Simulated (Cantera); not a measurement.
What does this Cantera script print?

```python
import numpy as np
import cantera as ct

gas_names = """
    CL CL2 H HCL H2 Si SiCL SiCL2 SiCL3 SiCL4 SiH SiHCL3 SiH2 SiH2CL2 SiH3 SiH3CL SiH4 Si2 Si3
""".split()
cond_names = """
    Si(cr) Si(L)
""".split()


# ... load() reads the species with a 1 bar reference pressure and builds the phases ...
atoms = {
    'SiH2Cl2': {'Si': 1, 'H': 2, 'CL': 2},
    'H2': {'H': 2},
}
top_T = {}  # K; cautious upper limits of use, not melting points


# ... equilibrate(T, P, feed) seeds the gas with the atoms and calls Mixture.equilibrate('TP', solver="vcs", rtol=1e-11, max_steps=5000) ...
results = []
feed = {'SiH2Cl2': 1, 'H2': 100}  # mol
P = 2500  # Pa
for T in [900, 975, 1050, 1125, 1200, 1275, 1350, 1425, 1500, 1575, 1650]:
    mix = equilibrate(T, P, feed)
    results.append((T, P, feed, dict(zip(mix.species_names, mix.species_moles))))
    x = sorted(zip(gas.X, gas.species_names), reverse=True)
    print(f"T = {T:g} K  P = {P:g} Pa  gas = {mix.phase_moles(0):.4g} mol")
    print("   x: " + "  ".join(f"{s} {v:.3e}" for v, s in x if v > 1e-06))
    print("   condensed (mol): " + ("  ".join(f"{mix.phase(i).name} {mix.phase_moles(i):.4g}"
          for i in range(1, mix.n_phases) if mix.phase_moles(i) > 1e-12) or "none"))
```

Result:

```
T = 900 K  P = 2500 Pa  gas = 101.6 mol
   x: H2 9.911e-01  HCL 4.695e-03  SiCL4 2.525e-03  SiHCL3 1.514e-03  SiH2CL2 8.610e-05  SiCL3 4.000e-05  SiCL2 3.021e-05  SiH3CL 1.195e-06
   condensed (mol): Si(cr) 0.5738
T = 975 K  P = 2500 Pa  gas = 101.7 mol
   x: H2 9.881e-01  HCL 8.811e-03  SiCL4 1.720e-03  SiHCL3 1.103e-03  SiCL2 1.268e-04  SiCL3 8.777e-05  SiH2CL2 7.404e-05  SiH3CL 1.256e-06
   condensed (mol): Si(cr) 0.6834
T = 1050 K  P = 2500 Pa  gas = 101.8 mol
   x: H2 9.846e-01  HCL 1.349e-02  SiCL4 7.943e-04  SiHCL3 6.019e-04  SiCL2 3.454e-04  SiCL3 1.231e-04  SiH2CL2 5.199e-05  SiH3CL 1.169e-06
   condensed (mol): Si(cr) 0.8047
T = 1125 K  P = 2500 Pa  gas = 101.9 mol
   x: H2 9.823e-01  HCL 1.657e-02  SiCL2 5.921e-04  SiHCL3 2.189e-04  SiCL4 2.125e-04  SiCL3 1.011e-04  SiH2CL2 2.766e-05
   condensed (mol): Si(cr) 0.8824
T = 1200 K  P = 2500 Pa  gas = 102 mol
   x: H2 9.815e-01  HCL 1.757e-02  SiCL2 7.423e-04  SiHCL3 6.297e-05  SiCL3 5.922e-05  SiCL4 4.143e-05  SiH2CL2 1.253e-05  H 1.237e-06
   condensed (mol): Si(cr) 0.9063
T = 1275 K  P = 2500 Pa  gas = 102 mol
   x: H2 9.814e-01  HCL 1.775e-02  SiCL2 8.318e-04  SiCL3 3.261e-05  SiHCL3 1.857e-05  SiCL4 8.317e-06  SiH2CL2 5.744e-06  H 4.618e-06
   condensed (mol): Si(cr) 0.9084
T = 1350 K  P = 2500 Pa  gas = 102 mol
   x: H2 9.813e-01  HCL 1.772e-02  SiCL2 8.997e-04  SiCL3 1.861e-05  H 1.493e-05  SiHCL3 6.092e-06  SiH2CL2 2.818e-06  SiCL4 1.921e-06
   condensed (mol): Si(cr) 0.9052
T = 1425 K  P = 2500 Pa  gas = 102 mol
   x: H2 9.813e-01  HCL 1.765e-02  SiCL2 9.577e-04  H 4.274e-05  SiCL3 1.118e-05  SiHCL3 2.233e-06  SiH2CL2 1.483e-06
   condensed (mol): Si(cr) 0.9006
T = 1500 K  P = 2500 Pa  gas = 102 mol
   x: H2 9.813e-01  HCL 1.756e-02  SiCL2 1.009e-03  H 1.103e-04  SiCL3 7.045e-06  CL 1.591e-06  SiH2 1.470e-06
   condensed (mol): Si(cr) 0.8958
T = 1575 K  P = 2500 Pa  gas = 102 mol
   x: H2 9.812e-01  HCL 1.747e-02  SiCL2 1.055e-03  H 2.603e-04  SiCL3 4.633e-06  SiH2 3.686e-06  CL 3.684e-06  SiCL 2.543e-06  Si 2.296e-06
   condensed (mol): Si(cr) 0.8908
T = 1650 K  P = 2500 Pa  gas = 102 mol
   x: H2 9.809e-01  HCL 1.739e-02  SiCL2 1.096e-03  H 5.690e-04  Si 1.072e-05  SiH2 8.492e-06  CL 7.907e-06  SiCL 6.790e-06  SiCL3 3.161e-06  SiH 3.065e-06
   condensed (mol): Si(cr) 0.8848
```

Cantera equilibrium calculation (NASA polynomials, part measured and part estimated; ideal gas, pure solids and liquids). The tables' values for SiCl3 are old estimates; treat these amounts as uncertain.
